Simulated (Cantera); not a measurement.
Stirred combustor or abatement burner

A perfectly stirred reactor is fed with C3H8 : O2 : N2 = 1 : 8.06 : 79 (molar parts), equivalence ratio 0.62, at 12800 Torr; it is adiabatic with a 823 K inlet, and is followed from long to short residence time, starting on the burning branch (τ in s: 0.043, 0.025, 0.015, 0.0086, 0.005, 0.0029, 0.0017, 0.001, 0.00058, 0.00034, 0.0002, 0.00012, 6.7e-05).

Model: GRI-Mech 3.0 (53 species, 325 reactions), integrated in Cantera. GRI-Mech 3.0 was tuned for natural gas; its chemistry of propane as a main component is partial and can be far from experiment. The pressure lies above the range GRI-Mech 3.0 was tuned for (to about 10 atm).

```tsv
τ (s)	T (K)	x C3H8	x O2	x C2H	x CH4	x C2H4	x CH2O
0.043	1480	3.63e-6	0.0346	1.05e-10	2.14e-6	1.23e-5	1.96e-6
0.025	1478	5.86e-6	0.0348	1.35e-10	3.25e-6	1.94e-5	3.27e-6
0.015	1474	9.30e-6	0.0350	1.63e-10	4.94e-6	2.98e-5	5.42e-6
0.0086	1467	1.56e-5	0.0355	1.87e-10	8.14e-6	4.81e-5	9.67e-6
0.0050	1455	2.69e-5	0.0363	2.00e-10	1.42e-5	7.91e-5	1.78e-5
0.0029	1432	5.08e-5	0.0378	1.95e-10	2.81e-5	0.000143	3.57e-5
0.0017	1380	0.000124	0.0413	1.61e-10	7.09e-5	0.000338	8.94e-5
0.0010	823	0.0114	0.0915	<1e-12	3.81e-10	7.13e-10	5.97e-11
0.00058	823	0.0114	0.0915	<1e-12	1.19e-10	2.84e-10	1.86e-11
0.00034	823	0.0114	0.0915	<1e-12	3.85e-11	1.25e-10	6.01e-12
0.00020	823	0.0114	0.0915	<1e-12	1.27e-11	5.96e-11	1.97e-12
0.00012	823	0.0114	0.0915	<1e-12	4.31e-12	3.05e-11	<1e-12
6.7e-5	823	0.0114	0.0915	<1e-12	1.24e-12	1.46e-11	<1e-12
```
x: mole fraction; the columns are a selection and need not sum to one.
